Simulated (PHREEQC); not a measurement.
Make-up at 25 °C: 0.056 mol NH4HF2, 0.0066 mol (NH4)2SiF6, 0.072 mol H3BO3 and 0.023 mol H2SO4 per kg of water. Closed to the air; pH follows from the charge balance.

Model: ion-association model, wateq4f.dat, run in PHREEQC.

Each row changes one thing in this solution. No solid was allowed to form.

```tsv
case	pH	ionic strength (mol/kgw)	NH4+ (mol/kgw)	H3BO3 (mol/kgw)	BF4- (mol/kgw)	SO4-2 (mol/kgw)
as made	2.00	0.0955	0.0651	0.0418	0.0261	0.0129
(NH4)2SiF6 left out	1.99	0.0776	0.0525	0.0436	0.0245	0.0129
NH4HF2 left out	1.59	0.0530	0.0125	0.0639	0.00671	0.00936
temperature from 25 to 70 °C	2.23	0.0859	0.0659	0.0371	0.0289	0.0107
diluted 100-fold with water	3.25	0.00149	0.000690	0.000697	8.07e-6	0.000218
temperature from 25 to 15 °C	1.97	0.0972	0.0650	0.0426	0.0256	0.0133
diluted 2-fold with water	2.24	0.0502	0.0331	0.0213	0.0124	0.00762
```

Some of these states are supersaturated (in Quartz (slow to form), Chalcedony (slow to form), SiO2(a), for instance). Away from 25 °C the constants follow the database's enthalpies or fits; those with neither stay at their 25 °C values. SiF6-2 is the database's only silicon fluoride. Real BF4- forms and hydrolyses slowly; the run takes it at equilibrium.
